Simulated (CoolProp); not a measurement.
R507A at several states: fugacity coefficient from the reference equation and from simpler models built on Tc = 343.8 K, pc = 3705 kPa, ω = 0.286; each cubic takes its own stable root.

Model: reference Helmholtz-energy equation of state, Lemmon 2003, in CoolProp. It is a pseudo-pure fit of the blend.

| T (K) | p (kPa) | phase | reference | van der Waals | Soave-Redlich-Kwong | Peng-Robinson |
|---|---|---|---|---|---|---|
| 283.7 | 1900 | liquid | 0.3934 | (withheld) | 0.4093 | (withheld) |
| 310.7 | 5240 | liquid | 0.2911 | (withheld) | (withheld) | 0.2958 |
| 371.6 | 2450 | gas | (withheld) | 0.8396 | 0.8351 | 0.8166 |
| 286.2 | 67.9 | gas | 0.9873 | 0.9916 | 0.9887 | 0.9879 |
| 295.3 | 51.3 | gas | 0.9914 | 0.9941 | 0.9923 | 0.9917 |

**Question.** Some entries are withheld; supply them.

**Answer.** 
- 283.7, van der Waals: 0.6937
- 283.7, Peng-Robinson: 0.3985
- 310.7, van der Waals: 0.4154
- 310.7, Soave-Redlich-Kwong: 0.3093
- 371.6, reference: 0.8253
